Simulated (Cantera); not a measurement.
## Reactions in the system H-O-Ta

Source: NASA polynomial tables (part measured, part estimated), evaluated in Cantera. Values are per mole of reaction as written; species without (g) are pure solids or liquids, kept so even where they would boil at 1 bar.

TaO2(g) + 2 H2O(g) ⇌ 4 OH(g) + Ta

```csv
T (K),ΔH° (kJ),ΔS° (J/K),ΔG° (kJ),log10 K
625,850.2,138.1,763.9,-63.84
725,852.0,140.7,750.0,-54.03
825,853.6,142.7,735.8,-46.59
925,855.0,144.3,721.4,-40.74
1025,856.2,145.6,706.9,-36.03
1125,857.4,146.7,692.3,-32.14
1225,858.5,147.7,677.6,-28.89
1325,859.6,148.5,662.8,-26.13
```
